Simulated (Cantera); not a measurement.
Charge: 1 mol C₂H₅OH, 33 mol H₂, 8.7 mol N₂, equilibrated at 59300 Torr.

Cantera equilibrium calculation (NASA polynomials, part measured and part estimated; ideal gas, pure solids and liquids). Candidate condensed phases: C, C₆H₆, C₇H₈, C₈H₁₈, H₂O; 136 gas species. The ideal-gas law is rough above about 30 bar. Equilibrium is a limit: real reactors are often held back by kinetics, nucleation or transport. All values below are at 1598 K.

Base state: H₂ 0.756, N₂ 0.195, CH₄ 0.0252, CO 0.0195, H₂O 0.00302, NH₃ 0.00108, HCN 0.000264, CO₂ 2.60e-5 (mole fractions); condensed: gas only.

### Question
What changes in the equilibrium state with this change: pressure from 59300 Torr to 13500 Torr?

### Answer
| species | before | after |
|---|---|---|
| H₂ | 0.756 | 0.766 |
| N₂ | 0.195 | 0.193 |
| CO | 0.0195 | 0.0220 |
| CH₄ | 0.0252 | 0.0174 |
| H₂O | 0.00302 | 0.000268 |
| CO₂ | 2.60e-5 | 2.57e-6 |
| C₂H₂ (acetylene) | 2.35e-6 | 2.06e-5 |
| NH₃ | 0.00108 | 0.000249 |
| HNC | 6.01e-6 | 1.77e-5 |
| C(graphite), mol | 0 | 0.190 |
